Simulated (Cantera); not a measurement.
A closed system holds: 1 mol Pb, 6.5 mol H2, at 0.100 bar.

Equilibrium computed with Cantera from the NASA thermochemical tables; the gas is ideal and each condensed phase is pure. Candidate condensed phases: Pb; 4 gas species. Kinetics and transport are ignored. All values below are at 850 K.

Base state: H2 1.000 (mole fractions); condensed: Pb(l).

### Question
What changes in the equilibrium state with this change: Pb replaced by Hg?

### Answer
| species | before | after |
|---|---|---|
| H2 | 1.000 | 0.867 |
| Hg | 0 | 0.133 |
| Pb(l), mol | 1.000 | 0 |
Further candidate phases: Hg.
